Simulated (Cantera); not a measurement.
What does this Cantera script print?

```python
import numpy as np
import cantera as ct

gas = ct.Solution("gri30.yaml")
gas.TPX = 1625, 67000, {'CH4': 1, 'H2O': 0.48}
reactor = ct.IdealGasConstPressureReactor(gas, energy="off", clone=False)
net = ct.ReactorNet([reactor])
net.rtol, net.atol = 1e-08, 1e-18
show = ['CH4', 'H2O', 'O', 'O2', 'H2O2', 'H2']
times = np.geomspace(2e-05, 100, 14)

steps = ct.SolutionArray(gas, extra=["t"])
rows = []
print(f"{'t/s':>10s}{'T/K':>9s}{'P/Pa':>11s}" + "".join(f"{s:>11s}" for s in show))
for t in times:
    while net.time < t:
        t_next = net.step()
        steps.append(gas.state, t=t_next)
    rows.append([np.interp(t, steps.t, y) for y in (steps.T, steps.P, *steps(*show).X.T)])
    print(f"{t:10.3e}{rows[-1][0]:9.1f}{rows[-1][1]:11.4g}" + "".join(f"{x:11.3e}" for x in rows[-1][2:]))
rate = np.gradient(steps.T, steps.t)
print("integrator steps:", len(steps.t))
if steps.T.max() > steps.T[0] + 200:
    print(f"time of steepest temperature rise: {steps.t[rate.argmax()]:.4e} s")
gas.TPX = 1625, 67000, {'CH4': 1, 'H2O': 0.48}
gas.equilibrate("TP")
print(f"equilibrium (TP): T = {gas.T:.1f} K  " + "  ".join(f"{s} {gas[s].X[0]:.3e}" for s in show))
```

Output:

```
       t/s      T/K       P/Pa        CH4        H2O          O         O2       H2O2         H2
 2.000e-05   1625.0    6.7e+04  6.754e-01  3.243e-01  1.722e-12  8.731e-17  7.275e-15  8.540e-05
 6.551e-05   1625.0    6.7e+04  6.749e-01  3.242e-01  1.268e-11  6.391e-15  5.716e-14  3.049e-04
 2.146e-04   1625.0    6.7e+04  6.731e-01  3.241e-01  3.805e-11  1.576e-13  1.759e-13  1.310e-03
 7.030e-04   1625.0    6.7e+04  6.647e-01  3.234e-01  8.814e-11  1.941e-12  4.151e-13  6.725e-03
 2.303e-03   1625.0    6.7e+04  6.238e-01  3.177e-01  1.296e-10  1.525e-11  6.461e-13  3.866e-02
 7.543e-03   1625.0    6.7e+04  5.088e-01  2.951e-01  7.422e-11  2.793e-11  4.510e-13  1.419e-01
 2.471e-02   1625.0    6.7e+04  3.387e-01  2.588e-01  3.797e-11  1.173e-11  3.012e-13  2.995e-01
 8.094e-02   1625.0    6.7e+04  1.709e-01  2.204e-01  2.414e-11  4.480e-12  2.300e-13  4.550e-01
 2.651e-01   1625.0    6.7e+04  7.059e-02  1.814e-01  2.017e-11  2.725e-12  1.849e-13  5.599e-01
 8.685e-01   1625.0    6.7e+04  4.316e-02  1.274e-01  1.599e-11  1.406e-12  9.351e-14  6.216e-01
 2.845e+00   1625.0    6.7e+04  3.517e-02  5.990e-02  8.607e-12  3.292e-13  1.899e-14  6.783e-01
 9.319e+00   1625.0    6.7e+04  2.923e-02  1.224e-02  1.999e-12  1.484e-14  7.508e-16  7.181e-01
 3.053e+01   1625.0    6.7e+04  2.763e-02  2.005e-04  3.423e-14  4.115e-18  1.992e-19  7.282e-01
 1.000e+02   1625.0    6.7e+04  2.760e-02  1.125e-06  4.036e-16  2.837e-22  6.292e-24  7.284e-01
integrator steps: 1783
equilibrium (TP): T = 1625.0 K  CH4 2.760e-02  H2O 1.131e-06  O 4.050e-16  O2 2.865e-22  H2O2 6.366e-24  H2 7.284e-01
```

Computed with Cantera and GRI-Mech 3.0 (53 species, 325 reactions). GRI-Mech 3.0 stops at C3 and has no aromatics, soot or wall deposition, so with more carbon than oxygen in the feed, carbon stays in small species such as C2H2 where larger ones or solid carbon would form.
